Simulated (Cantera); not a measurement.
An isothermal, constant-pressure homogeneous reactor starts with N2O : H2O = 1 : 0.015 (molar parts), at 1300 K and 0.148 atm. Integrator tolerance rtol = 1e-08.

Computed with Cantera and GRI-Mech 3.0 (53 species, 325 reactions). GRI-Mech 3.0 was tuned for natural gas; its chemistry of N2O as a main component is partial and can be far from experiment. The mechanism lacks the step 2 NO + O2 → 2 NO2, which can matter for NO2 below about 1400 K. The temperature is held fixed by assumption; the heat of reaction is taken as removed at once.

**Question.** What does this change do: temperature 1300 to 1500 K?

**Answer.** 
```tsv
quantity	before	after
x(N2O) at 9.00 s	0.0107 (gas-phase equilibrium 1.07e-8)	5.27e-6 (gas-phase equilibrium 3.06e-8)
x(H2O) at 9.00 s	0.00995 (gas-phase equilibrium 0.00990)	0.00988 (gas-phase equilibrium 0.00988)
x(H2) at 9.00 s	2.40e-8 (gas-phase equilibrium 3.89e-9)	9.53e-8 (gas-phase equilibrium 8.46e-8)
x(H) at 9.00 s	2.76e-9 (gas-phase equilibrium 1.79e-10)	1.42e-8 (gas-phase equilibrium 1.33e-8)
x(NO) at 9.00 s	0.0802 (gas-phase equilibrium 0.000456)	0.136 (gas-phase equilibrium 0.00141)
x(NO2) at 9.00 s	0.000175 (gas-phase equilibrium 2.39e-6)	0.000314 (gas-phase equilibrium 3.65e-6)
x(N2) at 9.00 s	0.613 (gas-phase equilibrium 0.660)	0.592 (gas-phase equilibrium 0.659)
```
